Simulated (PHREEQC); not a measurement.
Solution A (0.0012 mol KOH per kg of water) is mixed with solution B (0.0018 mol/kgw Cu(NO3)2, 0.00031 mol/kgw HNO3 and 0.065 mol/kgw KCl) at 25 °C; shares are by mass of water, 1 kg in all. Oxygen alone is held at its pressure in air (log pO2 = -0.68). No CO2 enters from the air. Only these solids could form: Cu(OH)2, Atacamite, Cu2(OH)3NO3.

Model: ion-association model, wateq4f.dat, run in PHREEQC.

**Question.** Predict pH, Atacamite (mol), Cu in solution (mol/kgw) at share of solution B = 0, 0.3, 0.7, 0.8.

**Answer.** 
```json
[
 {"share of solution B": "0", "pH": "11.06", "Atacamite (mol)": "0", "Cu in solution (mol/kgw)": "0"},
 {"share of solution B": "0.3", "pH": "6.12", "Atacamite (mol)": "0.000249", "Cu in solution (mol/kgw)": "4.29e-5"},
 {"share of solution B": "0.7", "pH": "5.11", "Atacamite (mol)": "5.00e-5", "Cu in solution (mol/kgw)": "0.00116"},
 {"share of solution B": "0.8", "pH": "5.04", "Atacamite (mol)": "2.03e-7", "Cu in solution (mol/kgw)": "0.00144"}
]
```

The database's constant for dissolved Cu(OH)2 is higher than later reviews accept.
